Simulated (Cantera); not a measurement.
# Equilibrium for roasting and sulfation: FeS2 + H2S + CO2

A closed system holds: 1 mol FeS2, a varied amount of H2S, 0.46 mol CO2, held at 898 K and 0.0370 bar.

These are equilibrium values from Cantera (NASA tables, ideal gas, pure condensed phases), not measurements of a reactor. Candidate condensed phases: C, C6H6, C7H8, C8H18, Fe, Fe(CO)5, FeO, Fe(OH)2, Fe(OH)3, FeS, FeSO4, FeS2, Fe2O3, Fe2(SO4)3, Fe3O4, H2O, H2SO4, S; 127 gas species. FeS: taken at fixed stoichiometry. Gases not in the tables: S3 to S7. Equilibrium is a limit: real reactors are often held back by kinetics, nucleation or transport.

```tsv
n(H2S) (mol)	x H2S	x CO2	x S2	x H2O	x COS	x H2	x CO	n FeS(s)	n FeS2(s)
0.36	0.264	0.357	0.280	0.0466	0.0278	0.00561	0.0185	0.611	0.389
0.91	0.426	0.199	0.277	0.0447	0.0260	0.00911	0.0174	1.00	0
1.5	0.543	0.141	0.216	0.0439	0.0240	0.0131	0.0182	1.00	0
2	0.606	0.112	0.183	0.0422	0.0220	0.0159	0.0181	1.00	0
2.6	0.658	0.0880	0.156	0.0399	0.0200	0.0187	0.0178	1.00	0
3.1	0.690	0.0742	0.140	0.0380	0.0185	0.0207	0.0174	1.00	0
3.7	0.719	0.0618	0.125	0.0360	0.0170	0.0229	0.0169	1.00	0
4.2	0.738	0.0539	0.115	0.0345	0.0159	0.0244	0.0164	1.00	0
4.8	0.757	0.0465	0.106	0.0328	0.0147	0.0261	0.0159	1.00	0
```
x: gas mole fraction; n: condensed amount in mol.

At 0.36 mol H2S the condensed part is FeS(s) + FeS2(s). From 0.91 mol H2S to 4.8 mol H2S the condensed part is FeS(s).
